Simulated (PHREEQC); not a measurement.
Consider water at 85 °C with 0.0046 mol/kgw HBr, 0.007 mol/kgw AlCl3 and 0.27 mol/kgw MgCl2. Closed to the air; pH follows from the charge balance.

Equilibrium calculation in PHREEQC: ion-association model, wateq4f.dat.

Precipitation was switched off in this run.

### Question
Estimate the pH, activity of water.

### Answer
pH 2.46; activity of water 0.986.

### Question
In which forms is Al present?

### Answer
Al+3 97 %, AlOH+2 3.0 % of the Al.

The ionic strength is past about 0.7 mol/kgw, beyond the range of this activity model, so the values are rough. Away from 25 °C the constants follow the database's enthalpies or fits; those with neither stay at their 25 °C values.
